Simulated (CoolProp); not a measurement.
Properties of hydrogen sulfide along the isotherm 413.1 K (Tc = 373.1 K, pc = 8.999 MPa, ω = 0.101).

The numbers come from the reference Helmholtz-energy equation of state, Lemmon 2006 in CoolProp. It is a short technical equation, of lower accuracy than the large ones.

```
p (MPa)          phase       Z  cv (kJ/(kg K))  Joule-Thomson coefficient (K/MPa)  isothermal compressibility (1/MPa)  fugacity coefficient
-------  -------------  ------  --------------  ---------------------------------  ----------------------------------  --------------------
2.05               gas  0.9434          0.8312                              8.443                              0.5182                0.9460
4.09               gas  0.8822          0.8609                              8.493                              0.2801                0.8932
6.14               gas  0.8144          0.8950                              8.452                              0.2057                0.8408
8.18               gas  0.7390          0.9345                              8.244                              0.1753                0.7892
10.2     supercritical  0.6546          0.9803                              7.741                              0.1659                0.7385
12.3     supercritical  0.5568           1.033                              6.682                              0.1670                0.6862
14.3     supercritical  0.4688           1.068                              5.097                              0.1482                0.6376
16.4     supercritical  0.4183           1.064                              3.461                             0.08959                0.5905
18.4     supercritical  0.4093           1.048                              2.440                             0.05177                0.5518
20.5     supercritical  0.4182           1.037                              1.795                             0.03312                0.5179
22.5     supercritical  0.4338           1.030                              1.402                             0.02405                0.4909
```
